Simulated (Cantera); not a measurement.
Ignition delay

Mixture: 27.8 % CO, 7.50 % H2, 13.6 % O2, 51.1 % N2, equivalence ratio 1.3, at 500000 Pa, adiabatic and at constant pressure. Ignition delay is the time to a rise of 400 K.

Detailed kinetics in Cantera: GRI-Mech 3.0 (53 species, 325 reactions). The hydrogen kinetics of GRI-Mech 3.0 are dated; newer H2 mechanisms differ, most at raised pressure.

| T0 (K) | delay (ms) |
|---|---|
| 1000 | 2.53 |
| 1050 | 0.587 |
| 1100 | 0.135 |
| 1150 | 0.0453 |
| 1200 | 0.0234 |
| 1250 | 0.0152 |

The apparent activation energy between 1150 and 1250 K is 130 kJ/mol.
